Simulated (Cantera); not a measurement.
Input: 1 mol CH3SiCl3, 600 mol H2, 0.076 mol C2H2, held at 1302 °C and 0.140 bar.

Method: chemical equilibrium by Gibbs-energy minimisation in Cantera with the NASA 1993 tables (ideal gas, pure condensed phases). Candidate condensed phases: C, C6H6, C7H8, C8H18, Si, SiC; 109 gas species. The feed counts by its element totals alone. Kinetics and transport are ignored.

Base state: H2 0.995, HCl 0.00497, CH4 0.000220, H 0.000111, C2H2 (acetylene) 1.60e-5 (mole fractions); condensed: SiC(s).

Task: What changes in the equilibrium state with this change: CH3SiCl3 replaced by SiH4?

Result: 
```
species             before     after
----------------  --------  --------
H2                   0.995     1.000
H                 0.000111  0.000111
CH4               0.000220   2.45e-6
HCl                0.00497         0
C2H2 (acetylene)   1.60e-5   1.96e-9
SiC(s), mol          0.999     0.151
Si(s), mol               0     0.847
```
Mutual solubility and eutectic melting of coexisting phases are not modelled.
